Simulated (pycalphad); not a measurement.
An equivalent pycalphad script:

```python
from pycalphad import Database, equilibrium, calculate, variables as v
import numpy as np
db = Database('COST507.tdb')
comps = ['AL', 'SI', 'C', 'VA']
phases = ['AL4C3', 'AL4SIC4', 'AL8SIC7', 'CSI', 'DIAMOND_A4', 'FCC_A1', 'GRAPHITE', 'LIQUID']
eq = equilibrium(db, comps, phases, {v.X('SI'): 0.0016, v.X('C'): 0.1035, v.T: np.arange(1850, 499, -25), v.P: 101325, v.N: 1}, output=['HM', 'SM'])
```

All values are pycalphad results on the COST 507 light-alloy database (1999) (1 atm), not direct measurements. The database dates from 1999; later assessments differ in places, in temperatures and in the compounds included. Amounts are mole fractions of atoms. Kinetics are ignored, which matters at the lower temperatures.

Results at three of the temperatures:

```
T = 1850.00 K, P = 101325 Pa, N = 1 mol of atoms
G = -109903 J/mol, H = 46627 J/mol, S = 84.61 J/(mol K)  (SER reference)
chemical potentials (J/mol): Al -114520, Si -190651, C -68728
phase             fraction      x(Al)      x(Si)       x(C)
LIQUID              0.7682     0.9925     0.0021     0.0054
AL4C3               0.2318     0.5713   9.99e-05     0.4286
```

```
T = 1450.00 K, P = 101325 Pa, N = 1 mol of atoms
G = -77663 J/mol, H = 33388 J/mol, S = 76.59 J/(mol K)  (SER reference)
chemical potentials (J/mol): Al -78651, Si -133812, C -68251
phase             fraction      x(Al)      x(Si)       x(C)
LIQUID              0.7586     0.9979     0.0021   6.08e-05
AL4C3               0.2414     0.5713   7.99e-05     0.4286
```

```
T = 500.00 K, P = 101325 Pa, N = 1 mol of atoms
G = -21210 J/mol, H = -2754 J/mol, S = 36.91 J/(mol K)  (SER reference)
chemical potentials (J/mol): Al -15579, Si -37747, C -69641
phase             fraction      x(Al)      x(Si)       x(C)
FCC_A1              0.7590     1.0000   1.92e-07      1e-14
AL4C3               0.2154     0.5714   1.47e-07     0.4286
AL8SIC7             0.0256     0.5000     0.0625     0.4375
```

Changes of the phase set, refined by bisection:

```json
[
 {"T (K)": "932.2", "phases above": "AL4C3 + liquid", "phases below": "AL4C3 + fcc + liquid"},
 {"T (K)": "927.8", "phases above": "AL4C3 + fcc + liquid", "phases below": "AL4C3 + AL8SIC7 + fcc"}
]
```

Database names, with the compositions (at.%) that they take in these runs: AL4C3: Al 57 C 43; AL8SIC7: Al 50 C 44 Si 6. FCC_A1 is fcc.
